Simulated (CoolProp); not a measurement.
Vapour-liquid equilibrium of ethanol (1) + n-octane (2) at 204.75 °C; x and y are mole fractions of (1).

Model: multi-fluid Helmholtz-energy mixture model, Schroeder 2014 and Beckmüller 2019; pair parameters Bell 2016, in CoolProp.

```
x     bubble pressure, mixture model (MPa)  bubble pressure, Raoult's law (MPa)  y, mixture model  y, Raoult's law
----  ------------------------------------  -----------------------------------  ----------------  ---------------
0.05                            (withheld)                               0.7354             0.315            0.222
0.2                             (withheld)                                1.135             0.588            0.575
0.35                                 1.989                                1.534        (withheld)            0.745
0.5                             (withheld)                                1.934        (withheld)            0.844
0.65                                 2.603                                2.333        (withheld)            0.910
0.8                             (withheld)                                2.733             0.878            0.956
0.95                                 3.177                                3.132             0.967            0.990
```

Q: What belongs in the gaps?

A: 
- 0.05, bubble pressure, mixture model (MPa): 0.9193
- 0.2, bubble pressure, mixture model (MPa): 1.581
- 0.35, y, mixture model: 0.678
- 0.5, bubble pressure, mixture model (MPa): 2.306
- 0.5, y, mixture model: 0.740
- 0.65, y, mixture model: 0.803
- 0.8, bubble pressure, mixture model (MPa): 2.896

The largest gap from Raoult's law is +39.3 % in bubble pressure, at x = 0.2. No azeotrope shows between x = 0.05 and 0.95.

Pair parameters are fitted to limited data, so mixtures are less certain than the pure fluids.
